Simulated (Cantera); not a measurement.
What does this Cantera script print?

```python
import numpy as np
import cantera as ct

gas_names = """
    C CH CH2 CH3 CH2OH CH3O CH4 CH3OH CO CO2 COOH C2 C2H CHCO,ketyl C2H2,acetylene C2H2,vinylidene
    CH2CO,ketene C2H3,vinyl CH3CO,acetyl C2H4 C2H4O,ethylen CH3CHO,ethanal CH3COOH (HCOOH)2 C2H5 C2H6
    CH3OCH3 C2H5OH C2O C3 C3H3,propargyl C3H4,allene C3H4,propyne C3H4,cyclo- C3H5,allyl C3H6,propylene
    C3H6,cyclo- C3H6O C3H7,n-propyl C3H7,i-propyl C3H8 C3H8O,1propanol C3H8O,2propanol C3O2 C4 C4H2
    C4H4,1,3-cyclo- C4H6,butadiene C4H6,2-butyne C4H6,cyclo- C4H8,1-butene C4H8,cis2-buten
    C4H8,tr2-butene C4H8,isobutene C4H8,cyclo- (CH3COOH)2 C4H9,n-butyl C4H9,i-butyl C4H9,s-butyl
    C4H9,t-butyl C4H10,isobutane C4H10,n-butane C5 C5H6,1,3cyclo- C5H8,cyclo- C5H10,1-pentene
    C5H10,cyclo- C5H11,pentyl C5H11,t-pentyl C5H12,n-pentane C5H12,i-pentane CH3C(CH3)2CH3 C6H2
    C6H5,phenyl C6H5O,phenoxy C6H6 C6H5OH,phenol C6H10,cyclo- C6H12,1-hexene C6H12,cyclo- C6H13,n-hexyl
    C7H7,benzyl C7H8 C7H8O,cresol C7H14,1-heptene C7H15,n-heptyl C7H16,n-heptane C8H8,styrene
    C8H10,ethylbenz C8H16,1-octene C8H17,n-octyl C8H18,isooctane C8H18,n-octane C9H19,n-nonyl
    C10H8,naphthale C10H21,n-decyl C12H9,o-bipheny C12H10,bipheny H HCO HO2 H2 HCHO,formaldehy HCOOH H2O
    H2O2 O OH O2 O3
""".split()
cond_names = """
    C(gr) C6H6(L) C7H8(L) C8H18(L),n-octa H2O(s) H2O(L)
""".split()


def load(file, names, dense=False):
    # The tables refer to 1 bar. Condensed volumes are neglected.
    table = {s.name: s for s in ct.Species.list_from_file(file)}
    out = []
    for n in names:
        d = dict(table[n].input_data)
        d["thermo"] = dict(d["thermo"], **{"reference-pressure": 1e5})
        if dense:
            d["equation-of-state"] = {"model": "constant-volume", "density": "1e6 g/cm^3"}
        out.append(ct.Species.from_dict(d))
    return out


gas = ct.Solution(thermo="ideal-gas", species=load("nasa_gas.yaml", gas_names))
cond = {s.name: ct.Solution(thermo="fixed-stoichiometry", species=[s], name=s.name)
        for s in load("nasa_condensed.yaml", cond_names, dense=True)}
atoms = {
    'toluene': {'C': 7, 'H': 8},
    'O2': {'O': 2},
    'H2': {'H': 2},
}
top_T = {'C(gr)': 4500}  # K; cautious upper limits of use, not melting points


def equilibrate(T, P, feed):
    n = {}
    for name, mol in feed.items():
        for a, k in atoms[name].items():
            n[a] = n.get(a, 0.0) + k * mol
    gas.TPX = T, P, n
    mass = sum(n.values()) * gas.mean_molecular_weight
    gas.equilibrate("TP")
    valid = [c for c in cond.values() if c.min_temp <= T <= top_T.get(c.name, c.max_temp)]
    mix = ct.Mixture([(gas, mass / gas.mean_molecular_weight)] + [(c, 0.0) for c in valid])
    mix.T, mix.P = T, P
    mix.equilibrate("TP", solver="vcs", rtol=1e-11, max_steps=5000)
    return mix


results = []
feed = {'toluene': 1, 'O2': 1.4, 'H2': 3.7}  # mol
P = 2800000  # Pa
for T in [925, 975, 1025, 1075, 1125, 1175, 1225, 1275, 1325, 1375, 1425]:
    mix = equilibrate(T, P, feed)
    results.append((T, P, feed, dict(zip(mix.species_names, mix.species_moles))))
    x = sorted(zip(gas.X, gas.species_names), reverse=True)
    print(f"T = {T:g} K  P = {P:g} Pa  gas = {mix.phase_moles(0):.4g} mol")
    print("   x: " + "  ".join(f"{s} {v:.3e}" for v, s in x if v > 1e-05))
    print("   condensed (mol): " + ("  ".join(f"{mix.phase(i).name} {mix.phase_moles(i):.4g}"
          for i in range(1, mix.n_phases) if mix.phase_moles(i) > 1e-12) or "none"))
```

Output:

```
T = 925 K  P = 2.8e+06 Pa  gas = 6.069 mol
   x: CH4 3.685e-01  H2O 2.908e-01  H2 2.408e-01  CO2 7.081e-02  CO 2.900e-02  C2H6 4.886e-05
   condensed (mol): C(gr) 4.157
T = 975 K  P = 2.8e+06 Pa  gas = 6.377 mol
   x: CH4 3.243e-01  H2 3.036e-01  H2O 2.551e-01  CO2 6.704e-02  CO 4.993e-02  C2H6 4.878e-05
   condensed (mol): C(gr) 4.185
T = 1025 K  P = 2.8e+06 Pa  gas = 6.759 mol
   x: H2 3.676e-01  CH4 2.781e-01  H2O 2.154e-01  CO 7.890e-02  CO2 5.997e-02  C2H6 4.600e-05
   condensed (mol): C(gr) 4.181
T = 1075 K  P = 2.8e+06 Pa  gas = 7.209 mol
   x: H2 4.291e-01  CH4 2.325e-01  H2O 1.739e-01  CO 1.146e-01  CO2 4.994e-02  C2H6 4.111e-05
   condensed (mol): C(gr) 4.137
T = 1125 K  P = 2.8e+06 Pa  gas = 7.709 mol
   x: H2 4.850e-01  CH4 1.900e-01  CO 1.530e-01  H2O 1.336e-01  CO2 3.831e-02  C2H6 3.505e-05
   condensed (mol): C(gr) 4.06
T = 1175 K  P = 2.8e+06 Pa  gas = 8.219 mol
   x: H2 5.336e-01  CO 1.888e-01  CH4 1.527e-01  H2O 9.780e-02  CO2 2.704e-02  C2H6 2.876e-05
   condensed (mol): C(gr) 3.97
T = 1225 K  P = 2.8e+06 Pa  gas = 8.692 mol
   x: H2 5.743e-01  CO 2.177e-01  CH4 1.213e-01  H2O 6.883e-02  CO2 1.777e-02  C2H6 2.296e-05  C2H4 1.245e-05
   condensed (mol): C(gr) 3.898
T = 1275 K  P = 2.8e+06 Pa  gas = 9.097 mol
   x: H2 6.075e-01  CO 2.383e-01  CH4 9.578e-02  H2O 4.725e-02  CO2 1.114e-02  C2H6 1.800e-05  C2H4 1.603e-05
   condensed (mol): C(gr) 3.859
T = 1325 K  P = 2.8e+06 Pa  gas = 9.421 mol
   x: H2 6.340e-01  CO 2.514e-01  CH4 7.556e-02  H2O 3.212e-02  CO2 6.835e-03  C2H4 1.984e-05  C2H6 1.397e-05
   condensed (mol): C(gr) 3.854
T = 1375 K  P = 2.8e+06 Pa  gas = 9.67 mol
   x: H2 6.548e-01  CO 2.593e-01  CH4 5.976e-02  H2O 2.188e-02  CO2 4.190e-03  C2H4 2.383e-05  C2H6 1.080e-05
   condensed (mol): C(gr) 3.874
T = 1425 K  P = 2.8e+06 Pa  gas = 9.857 mol
   x: H2 6.710e-01  CO 2.638e-01  CH4 4.750e-02  H2O 1.505e-02  CO2 2.602e-03  C2H4 2.791e-05
   condensed (mol): C(gr) 3.905
```

Equilibrium computed with Cantera from the NASA thermochemical tables; the gas is ideal and each condensed phase is pure.
